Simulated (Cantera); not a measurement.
A diamond (100) surface in a fixed gas of H2 with x(CH4) = 0.0094, x(H) = 0.00092, at 1275 K, 4900 Pa; coverages are run to steady state.

Model: the Harris–Goodwin 1993 mechanism for the reconstructed diamond (100) surface, integrated in Cantera.

One state of this run: growth (µm/h) = 0.0219; θ c6HH = 0.437; θ c6H* = 0.0441; θ c6*H = 0.492; θ c6** = 0.0266; θ c6HM = 1.57e-5. θ: site fractions in the mechanism's names (c6HH fully hydrogenated, c6H* and c6*H radical sites, c6** diradical, c6HM methylated).

Task: Which value of x(CH3) does it belong to?
(A) 0.00011
(B) 1e-06
(C) 4.9e-06
(D) 2.4e-05

Result: C, 4.9e-06
